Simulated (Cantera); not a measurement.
An adiabatic, constant-pressure homogeneous reactor starts with CH4 : C2H6 : O2 : N2 = 1 : 0.07 : 2.64 : 9.93 (molar parts), equivalence ratio 0.85, at 1198 K and 2330 Torr. Integrator tolerance rtol = 1e-08.

Detailed kinetics in Cantera: GRI-Mech 3.0 (53 species, 325 reactions).

What does this change do: initial temperature 1198 to 1098 K?


```json
[
 {"quantity": "time of steepest temperature rise", "before": "3.54 ms", "after": "12.2 ms"},
 {"quantity": "temperature at 9.00 s", "before": "2612 K", "after": "2561 K"},
 {"quantity": "equilibrium temperature", "before": "2612 K", "after": "2561 K"},
 {"quantity": "x(CH4) at 9.00 s", "before": "<1e-12 (gas-phase equilibrium <1e-12)", "after": "<1e-12 (gas-phase equilibrium <1e-12)"},
 {"quantity": "x(C2H6) at 9.00 s", "before": "<1e-12 (gas-phase equilibrium <1e-12)", "after": "<1e-12 (gas-phase equilibrium <1e-12)"},
 {"quantity": "x(O2) at 9.00 s", "before": "0.0296 (gas-phase equilibrium 0.0296)", "after": "0.0289 (gas-phase equilibrium 0.0289)"},
 {"quantity": "x(CH2O) at 9.00 s", "before": "8.90e-11 (gas-phase equilibrium 8.90e-11)", "after": "5.94e-11 (gas-phase equilibrium 5.94e-11)"},
 {"quantity": "x(CO) at 9.00 s", "before": "0.0146 (gas-phase equilibrium 0.0146)", "after": "0.0119 (gas-phase equilibrium 0.0119)"},
 {"quantity": "x(HO2) at 9.00 s", "before": "7.00e-6 (gas-phase equilibrium 7.00e-6)", "after": "6.12e-6 (gas-phase equilibrium 6.12e-6)"}
]
```

What does this change do: pressure from 2330 Torr to 3750 Torr?


```tsv
quantity	before	after
time of steepest temperature rise	3.54 ms	2.38 ms
temperature at 9.00 s	2612 K	2633 K
equilibrium temperature	2612 K	2633 K
x(CH4) at 9.00 s	<1e-12 (gas-phase equilibrium <1e-12)	<1e-12 (gas-phase equilibrium <1e-12)
x(C2H6) at 9.00 s	<1e-12 (gas-phase equilibrium <1e-12)	<1e-12 (gas-phase equilibrium <1e-12)
x(O2) at 9.00 s	0.0296 (gas-phase equilibrium 0.0296)	0.0288 (gas-phase equilibrium 0.0288)
x(CH2O) at 9.00 s	8.90e-11 (gas-phase equilibrium 8.90e-11)	1.14e-10 (gas-phase equilibrium 1.14e-10)
x(CO) at 9.00 s	0.0146 (gas-phase equilibrium 0.0146)	0.0131 (gas-phase equilibrium 0.0131)
x(HO2) at 9.00 s	7.00e-6 (gas-phase equilibrium 7.00e-6)	8.16e-6 (gas-phase equilibrium 8.16e-6)
```
